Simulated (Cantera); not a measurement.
A closed system holds: 1 mol CO, 5.5 mol CO2, 0.23 mol N2, at 5800 Pa.

Method: chemical equilibrium by Gibbs-energy minimisation in Cantera with the NASA 1993 tables (ideal gas, pure condensed phases). Candidate condensed phases: C; 24 gas species. Rates play no part.

x: gas mole fraction; n: condensed amount in mol.

| T (K) | x CO2 | x CO | x N2 | x NO | x O2 | n C(graphite) |
|---|---|---|---|---|---|---|
| 623 | 0.953 | 0.0101 | 0.0367 | <1e-12 | <1e-12 | 0.468 |
| 698 | 0.905 | 0.0596 | 0.0358 | <1e-12 | <1e-12 | 0.309 |
| 773 | 0.817 | 0.149 | 0.0342 | <1e-12 | <1e-12 | 0 |
| 848 | 0.817 | 0.149 | 0.0342 | <1e-12 | <1e-12 | 0 |
| 923 | 0.817 | 0.149 | 0.0342 | <1e-12 | <1e-12 | 0 |
| 998 | 0.817 | 0.149 | 0.0342 | <1e-12 | <1e-12 | 0 |
| 1073 | 0.817 | 0.149 | 0.0342 | <1e-12 | <1e-12 | 0 |
| 1148 | 0.817 | 0.149 | 0.0342 | ___ | <1e-12 | 0 |
| 1223 | 0.817 | 0.149 | 0.0342 | ___ | <1e-12 | 0 |
| 1298 | 0.817 | 0.149 | 0.0342 | ___ | 1.13e-11 | 0 |
| 1373 | 0.817 | 0.149 | 0.0342 | ___ | 1.94e-10 | 0 |
| 1448 | 0.817 | 0.149 | 0.0342 | ___ | 2.48e-9 | 0 |
| 1523 | 0.817 | 0.149 | 0.0342 | ___ | 2.46e-8 | 0 |
| 1598 | 0.817 | 0.149 | 0.0342 | ___ | 1.97e-7 | 0 |

**Question.** Some entries are withheld; supply them.

**Answer.** 
- 1148, x NO: 6.50e-12
- 1223, x NO: 7.16e-11
- 1298, x NO: 5.96e-10
- 1373, x NO: 3.93e-9
- 1448, x NO: 2.13e-8
- 1523, x NO: 9.75e-8
- 1598, x NO: 3.87e-7
